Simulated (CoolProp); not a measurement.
Aqueous ethanol as a coolant, at 32 °C, 1 atm.

The numbers come from the Melinder's fits for secondary coolants in CoolProp.

```json
[
 {"mass %": "4.1", "freezing point (°C)": "-1.7", "density (kg/m³)": "987.3", "Prandtl number": "6.39", "conductivity (W/(m K))": "0.586", "viscosity (mPa s)": "0.891"},
 {"mass %": "11.7", "freezing point (°C)": "-5.3", "density (kg/m³)": "975.4", "Prandtl number": "9.32", "conductivity (W/(m K))": "0.532", "viscosity (mPa s)": "1.16"},
 {"mass %": "19.3", "freezing point (°C)": "-10.6", "density (kg/m³)": "964.2", "Prandtl number": "12.9", "conductivity (W/(m K))": "0.482", "viscosity (mPa s)": "1.44"},
 {"mass %": "26.9", "freezing point (°C)": "-17.2", "density (kg/m³)": "951.9", "Prandtl number": "16.4", "conductivity (W/(m K))": "0.436", "viscosity (mPa s)": "1.67"},
 {"mass %": "34.5", "freezing point (°C)": "-24.4", "density (kg/m³)": "937.8", "Prandtl number": "19.3", "conductivity (W/(m K))": "0.394", "viscosity (mPa s)": "1.82"},
 {"mass %": "42", "freezing point (°C)": "-31.3", "density (kg/m³)": "922.0", "Prandtl number": "21.5", "conductivity (W/(m K))": "0.357", "viscosity (mPa s)": "1.89"},
 {"mass %": "49.6", "freezing point (°C)": "-37.3", "density (kg/m³)": "904.9", "Prandtl number": "23.1", "conductivity (W/(m K))": "0.322", "viscosity (mPa s)": "1.90"},
 {"mass %": "57.2", "freezing point (°C)": "-42.8", "density (kg/m³)": "887.4", "Prandtl number": "23.9", "conductivity (W/(m K))": "0.290", "viscosity (mPa s)": "1.86"}
]
```
